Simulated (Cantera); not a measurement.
# Thermodynamics of metals in furnace atmospheres, feed Al + H2O + N2

Input: 1 mol Al, 0.024 mol H2O, 1.8 mol N2, equilibrated at 0.00580 bar.

Equilibrium computed with Cantera from the NASA thermochemical tables; the gas is ideal and each condensed phase is pure. Candidate condensed phases: Al, AlN, Al2O3, H2O; 35 gas species. Mutual solubility and eutectic melting of coexisting phases are not modelled. Condensed phases not in the tables: aluminium oxynitride. Kinetics and transport are ignored.

| T (°C) | log p N2 | log p Al | log p H2 | log p Al2O | log p H | log p AlH | log p Al2 | log p AlOH | n AlN(s) | n Al2O3(s) |
|---|---|---|---|---|---|---|---|---|---|---|
| 400 | -2.24 | <-14 | -3.98 | <-14 | <-14 | <-14 | <-14 | <-14 | 0.984 | 0.00800 |
| 550 | -2.24 | <-14 | -3.98 | <-14 | -13.13 | <-14 | <-14 | <-14 | 0.984 | 0.00800 |
| 700 | -2.24 | <-14 | -3.98 | <-14 | -10.96 | <-14 | <-14 | <-14 | 0.984 | 0.00800 |
| 850 | -2.24 | <-14 | -3.98 | <-14 | -9.36 | <-14 | <-14 | <-14 | 0.984 | 0.00800 |
| 1000 | -2.24 | -13.05 | -3.98 | <-14 | -8.14 | <-14 | <-14 | -13.83 | 0.984 | 0.00800 |
| 1150 | -2.24 | -10.29 | -3.98 | -12.17 | -7.17 | -12.06 | <-14 | -11.81 | 0.984 | 0.00800 |
| 1300 | -2.24 | -8.06 | -3.98 | -9.33 | -6.38 | -10.09 | <-14 | -10.19 | 0.984 | 0.00800 |
| 1450 | -2.24 | -6.22 | -3.98 | -6.99 | -5.73 | -8.46 | -12.23 | -8.86 | 0.984 | 0.00799 |
| 1600 | -2.25 | -4.68 | -4.00 | -5.03 | -5.19 | -7.11 | -9.57 | -7.76 | 0.976 | 0.00728 |
| 1750 | -2.29 | -3.36 | -4.09 | -4.05 | -4.77 | -5.98 | -7.28 | -7.55 | 0.834 | 0 |
log p: log10 of the partial pressure in bar; n: condensed amount in mol.

From 400 °C to 1600 °C the condensed part is AlN(s) + Al2O3(s). At 1750 °C the condensed part is AlN(s).
